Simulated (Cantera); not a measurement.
Gas activation for diamond growth

An isothermal, constant-pressure homogeneous reactor starts with CH₄ : H₂ : N₂ = 0.013 : 1 : 0.0087 (molar parts), at 1825 K and 36.8 Torr.

Detailed kinetics in Cantera: GRI-Mech 3.0 (53 species, 325 reactions). GRI-Mech 3.0 stops at C3 and has no aromatics, soot or wall deposition, so with more carbon than oxygen in the feed, carbon stays in small species such as C2H2 where larger ones or solid carbon would form. Radical loss at walls, strong at low pressure, is not modelled.

```tsv
t (s)	x CH₄	x H₂	x C₂H₆	x C₂H₂	x HCN	x C₂H
0.000400	0.0127	0.979	9.90e-10	9.80e-11	<1e-12	<1e-12
0.00102	0.0127	0.979	7.91e-9	4.73e-9	<1e-12	<1e-12
0.00261	0.0126	0.978	4.99e-8	2.52e-7	<1e-12	<1e-12
0.00666	0.0125	0.978	2.34e-7	1.06e-5	1.98e-11	7.59e-11
0.0170	0.0120	0.978	6.09e-7	0.000177	5.12e-10	2.54e-9
0.0434	0.0103	0.978	6.13e-7	0.000973	4.17e-9	1.75e-8
0.111	0.00745	0.979	3.31e-7	0.00245	1.36e-8	4.51e-8
0.283	0.00427	0.981	1.13e-7	0.00408	3.09e-8	7.71e-8
0.722	0.00200	0.982	2.54e-8	0.00524	5.71e-8	1.01e-7
1.84	0.000846	0.983	4.68e-9	0.00584	9.11e-8	1.14e-7
4.71	0.000364	0.983	9.59e-10	0.00608	1.32e-7	1.19e-7
12.0	0.000204	0.983	3.79e-10	0.00616	1.86e-7	1.21e-7
30.7	0.000181	0.983	3.20e-10	0.00618	2.95e-7	1.21e-7
78.3	0.000180	0.983	3.19e-10	0.00618	5.88e-7	1.21e-7
200	0.000180	0.983	3.19e-10	0.00618	1.37e-6	1.21e-7
```
x: mole fraction; the columns are a selection and need not sum to one.

Equilibrium at this temperature and pressure: CH₄ 0.000154, H₂ 0.983, C₂H₆ 2.32e-10, C₂H₂ 0.00448, HCN 0.00342, C₂H 8.79e-8 (gas phase only).
